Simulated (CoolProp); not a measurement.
Vapour pressure (MPa) of dodecamethylcyclohexasiloxane (D6): the reference equation beside estimates from Tc = 372.6 °C, pc = 0.9614 MPa, ω = 0.736. Clausius-Clapeyron is anchored at 24.15 °C with a constant enthalpy of vaporisation of 70.59 kJ/mol.

Model: reference Helmholtz-energy equation of state, Colonna 2008, in CoolProp. It is a short technical equation, of lower accuracy than the large ones.

```tsv
T (°C)	reference	Clausius-Clapeyron	van der Waals
24.15	3.032e-6	3.032e-6	___
27.75	4.262e-6	___	0.01631
31.35	5.929e-6	5.957e-6	0.01777
34.95	8.167e-6	8.251e-6	0.01932
38.55	1.114e-5	1.134e-5	___
42.15	1.506e-5	1.548e-5	0.02271
45.75	___	2.098e-5	0.02455
49.35	2.682e-5	2.824e-5	0.02650
52.95	___	___	0.02857
56.55	4.623e-5	5.018e-5	___
60.25	6.042e-5	6.678e-5	0.03309
63.85	7.783e-5	8.766e-5	0.03550
67.45	9.954e-5	0.0001144	0.03803
71.05	0.0001265	0.0001485	0.04069
74.65	0.0001596	0.0001917	0.04348
```

**Question.** Complete the blanks.

**Answer.** 
- 24.15, van der Waals: 0.01495
- 27.75, Clausius-Clapeyron: 4.267e-6
- 38.55, van der Waals: 0.02096
- 45.75, reference: 2.019e-5
- 52.95, reference: 3.535e-5
- 52.95, Clausius-Clapeyron: 3.776e-5
- 56.55, van der Waals: 0.03074

Absolute difference from the reference over all 15 rows, mean and median: Clausius-Clapeyron 7.1 and 5.3 %, van der Waals 154346.0 and 98706.9 %.
